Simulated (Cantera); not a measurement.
An isothermal, constant-pressure homogeneous reactor starts with CH₄ : H₂ = 1 : 5.4 (molar parts), at 1048 K and 0.200 bar. Integrator tolerance rtol = 1e-08.

Detailed kinetics in Cantera: GRI-Mech 3.0 (53 species, 325 reactions). GRI-Mech 3.0 stops at C3 and has no aromatics, soot or wall deposition, so with more carbon than oxygen in the feed, carbon stays in small species such as C2H2 where larger ones or solid carbon would form.

Q: What does this change do: temperature 1048 to 1525 K?

A: 
```tsv
quantity	before	after
x(CH₄) at 4.00 s	0.156 (gas-phase equilibrium 0.156)	0.0592 (gas-phase equilibrium 0.0265)
x(H₂) at 4.00 s	0.844 (gas-phase equilibrium 0.844)	0.899 (gas-phase equilibrium 0.917)
x(CH₂) at 4.00 s	<1e-12 (gas-phase equilibrium <1e-12)	2.49e-9 (gas-phase equilibrium 1.42e-9)
x(C₂H₄) at 4.00 s	1.69e-9 (gas-phase equilibrium 3.71e-5)	0.00167 (gas-phase equilibrium 0.00218)
x(CH₃) at 4.00 s	3.22e-8 (gas-phase equilibrium 5.26e-8)	5.97e-5 (gas-phase equilibrium 2.99e-5)
x(C₂H₆) at 4.00 s	4.43e-8 (gas-phase equilibrium 7.63e-6)	6.94e-6 (gas-phase equilibrium 2.87e-6)
```
